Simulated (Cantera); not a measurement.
A perfectly stirred reactor is fed with 55.4 % CH₄, 41.5 % H₂O, 3.10 % H₂, at 9.87 atm; it is held at 2125 K, and followed from long to short residence time.

Computed with Cantera and GRI-Mech 3.0 (53 species, 325 reactions). GRI-Mech 3.0 stops at C3 and has no aromatics, soot or wall deposition, so with more carbon than oxygen in the feed, carbon stays in small species such as C2H2 where larger ones or solid carbon would form.

Problem. Predict: x(CH₄) at τ = 5.50 s; x(H₂O) at τ = 5.50 s; x(H₂) at τ = 5.50 s; x(CH₃) at τ = 5.50 s; x(C₂H₄) at τ = 5.50 s; x(CH₄) at τ = 12.0 ms; x(H₂O) at τ = 12.0 ms; x(H₂) at τ = 12.0 ms; x(CH₃) at τ = 12.0 ms; x(C₂H₄) at τ = 12.0 ms.

Solution. 
```
Quantity                   Value
----------------------  --------
x(CH₄) at τ = 5.50 s     0.00855
x(H₂O) at τ = 5.50 s    0.000318
x(H₂) at τ = 5.50 s        0.746
x(CH₃) at τ = 5.50 s    0.000221
x(C₂H₄) at τ = 5.50 s   0.000790
x(CH₄) at τ = 12.0 ms     0.0200
x(H₂O) at τ = 12.0 ms     0.0557
x(H₂) at τ = 12.0 ms       0.697
x(CH₃) at τ = 12.0 ms   0.000534
x(C₂H₄) at τ = 12.0 ms   0.00139
```
